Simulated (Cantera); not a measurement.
A perfectly stirred reactor is fed with H2 : O2 = 0.44 : 1 (molar parts), equivalence ratio 0.22, at 0.0263 atm; it is held at 1025 K, and followed from long to short residence time.

Model: the H2/O2 subset of GRI-Mech 3.0, which has no nitrogen chemistry, integrated in Cantera. Radical loss at walls, strong at low pressure, is not modelled. The temperature is held fixed by assumption; the heat of reaction is taken as removed at once.

Task: What does this change do: O2 1 to 0.59 parts?

Result: 
| quantity | before | after |
|---|---|---|
| x(H2) at τ = 15.0 s | 0.000242 | 0.000348 |
| x(O2) at τ = 15.0 s | 0.639 | 0.457 |
| x(HO2) at τ = 15.0 s | 5.20e-6 | 7.08e-6 |
| x(H2O) at τ = 15.0 s | 0.360 | 0.543 |
| x(H) at τ = 15.0 s | 8.12e-6 | 1.20e-5 |
| x(H2) at τ = 40.0 ms | 0.00910 | 0.0136 |
| x(O2) at τ = 40.0 ms | 0.636 | 0.456 |
| x(HO2) at τ = 40.0 ms | 3.42e-5 | 3.87e-5 |
| x(H2O) at τ = 40.0 ms | 0.346 | 0.519 |
| x(H) at τ = 40.0 ms | 0.00298 | 0.00441 |
